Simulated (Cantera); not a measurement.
An isothermal, constant-pressure homogeneous reactor starts with C₂H₆ : N₂ = 1 : 7.2 (molar parts), at 1300 K and 0.105 Torr. Integrator tolerance rtol = 1e-08.

Model: GRI-Mech 3.0 (53 species, 325 reactions), integrated in Cantera. GRI-Mech 3.0 stops at C3 and has no aromatics, soot or wall deposition, so with more carbon than oxygen in the feed, carbon stays in small species such as C2H2 where larger ones or solid carbon would form. Radical loss at walls, strong at low pressure, is not modelled.

### Question
What does this change do: C2H6 1 to 0.13 parts?

### Answer
```json
[
 {"quantity": "x(C₂H₆) at 60.0 s", "before": "1.96e-6 (gas-phase equilibrium 6.26e-12)", "after": "5.04e-7 (gas-phase equilibrium <1e-12)"},
 {"quantity": "x(CH₂) at 60.0 s", "before": "2.55e-9 (gas-phase equilibrium 1.63e-11)", "after": "1.95e-8 (gas-phase equilibrium 1.85e-12)"},
 {"quantity": "x(H) at 60.0 s", "before": "7.48e-6 (gas-phase equilibrium 4.17e-5)", "after": "1.52e-5 (gas-phase equilibrium 1.74e-5)"},
 {"quantity": "x(HCN) at 60.0 s", "before": "6.94e-8 (gas-phase equilibrium 0.0795)", "after": "5.05e-7 (gas-phase equilibrium 0.0256)"},
 {"quantity": "x(C₂H) at 60.0 s", "before": "1.74e-9 (gas-phase equilibrium 5.55e-9)", "after": "3.51e-9 (gas-phase equilibrium 9.82e-10)"},
 {"quantity": "x(CH₃) at 60.0 s", "before": "6.52e-5 (gas-phase equilibrium 1.25e-7)", "after": "5.90e-5 (gas-phase equilibrium 5.95e-9)"}
]
```

### Question
What does this change do: temperature 1300 to 1748 K?

### Answer
| quantity | before | after |
|---|---|---|
| x(C₂H₆) at 60.0 s | 1.96e-6 (gas-phase equilibrium 6.26e-12) | 2.94e-8 (gas-phase equilibrium <1e-12) |
| x(CH₂) at 60.0 s | 2.55e-9 (gas-phase equilibrium 1.63e-11) | 1.01e-6 (gas-phase equilibrium 9.29e-9) |
| x(H) at 60.0 s | 7.48e-6 (gas-phase equilibrium 4.17e-5) | 0.000855 (gas-phase equilibrium 0.00850) |
| x(HCN) at 60.0 s | 6.94e-8 (gas-phase equilibrium 0.0795) | 2.52e-5 (gas-phase equilibrium 0.103) |
| x(C₂H) at 60.0 s | 1.74e-9 (gas-phase equilibrium 5.55e-9) | 3.01e-6 (gas-phase equilibrium 1.43e-5) |
| x(CH₃) at 60.0 s | 6.52e-5 (gas-phase equilibrium 1.25e-7) | 0.000221 (gas-phase equilibrium 1.94e-7) |

### Question
What does this change do: C2H6 1 to 8.8 parts?

### Answer
```
quantity                                             before                                     after
-----------------  ----------------------------------------  ----------------------------------------
x(C₂H₆) at 60.0 s  1.96e-6 (gas-phase equilibrium 6.26e-12)  5.09e-6 (gas-phase equilibrium 1.70e-10)
x(CH₂) at 60.0 s   2.55e-9 (gas-phase equilibrium 1.63e-11)  1.03e-9 (gas-phase equilibrium 5.20e-11)
x(H) at 60.0 s      7.48e-6 (gas-phase equilibrium 4.17e-5)   6.23e-6 (gas-phase equilibrium 6.81e-5)
x(HCN) at 60.0 s     6.94e-8 (gas-phase equilibrium 0.0795)    6.62e-9 (gas-phase equilibrium 0.0795)
x(C₂H) at 60.0 s    1.74e-9 (gas-phase equilibrium 5.55e-9)   1.45e-9 (gas-phase equilibrium 1.29e-8)
x(CH₃) at 60.0 s    6.52e-5 (gas-phase equilibrium 1.25e-7)   8.18e-5 (gas-phase equilibrium 6.53e-7)
```
